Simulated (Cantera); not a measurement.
**Premixed flame**

A freely propagating, adiabatic, planar premixed flame of 26.5 % H₂, 14.7 % O₂, 58.8 % N₂, equivalence ratio 0.90, unburnt at 400 K and 1.88 atm; mixture-averaged transport, grid criteria slope 0.08 and curve 0.16, no radiation.

Model: the H2/O2 subset of GRI-Mech 3.0, which has no nitrogen chemistry, integrated in Cantera. Burning velocities carry a grid error of a few per cent, more on coarse grids.

```csv
z (mm),T (K),u (m/s),x H₂,x O₂,x H₂O₂,x O,x HO₂,x H₂O
-0.517,400,2.88,0.265,0.147,<1e-8,<1e-8,<1e-8,<1e-8
-0.345,400,2.88,0.265,0.147,<1e-8,<1e-8,<1e-8,1.54e-8
-0.259,400,2.88,0.265,0.147,<1e-8,<1e-8,1.13e-8,1.79e-7
-0.172,400,2.88,0.263,0.148,4.07e-8,1.65e-8,4.09e-7,5.14e-6
-0.0862,428,3.03,0.248,0.150,1.32e-5,1.91e-6,0.000131,0.00109
-0.0431,689,4.69,0.205,0.146,9.12e-5,0.000141,0.000532,0.0240
0,1150,7.60,0.132,0.115,2.71e-5,0.00233,0.000209,0.0971
0.0431,1484,9.70,0.0658,0.0690,5.77e-6,0.00678,9.90e-5,0.181
0.0862,1668,10.8,0.0377,0.0442,3.07e-6,0.00859,5.47e-5,0.222
0.172,1846,11.9,0.0270,0.0329,1.54e-6,0.00776,3.16e-5,0.243
0.345,2005,12.8,0.0219,0.0282,8.45e-7,0.00539,1.92e-5,0.257
0.689,2132,13.5,0.0158,0.0246,5.43e-7,0.00327,1.10e-5,0.270
1.38,2223,14.0,0.0100,0.0220,3.83e-7,0.00179,6.21e-6,0.281
```
x: mole fraction of selected species; z is measured from the peak of heat release.

```json
{
 "laminar_burning_velocity": "288 cm/s",
 "thermal_thickness": "0.172 mm",
 "peak x(H₂O₂)": "9.13e-5",
 "peak x(O)": "0.00867",
 "peak x(HO₂)": "0.000614",
 "grid_points": "113"
}
```
